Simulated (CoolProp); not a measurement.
The fluid at 293.15 K and 0.0167 MPa expands adiabatically to 0.00243 MPa with isentropic efficiency 1. The same conditions are run with several fluids, on thermodynamics alone (safety and materials aside).

Model: reference Helmholtz-energy equation of state of each fluid (R245fa: Akasaka 2015; trans-2-butene: Lemmon 2005; oxygen: Schmidt 1985; ethylene: Smukala 2000), in CoolProp.

Rank R245fa, trans-2-butene, oxygen, ethylene by work (kJ/kg), highest first.

ethylene (137), oxygen (113), trans-2-butene (75.9), R245fa (32.5)

| fluid | final temperature (K) | final density (kg/m³) |
|---|---|---|
| R245fa | 252.7 | 0.155 |
| trans-2-butene | 240.4 | 0.0683 |
| oxygen | 169.2 | 0.0553 |
| ethylene | 192.3 | 0.0427 |
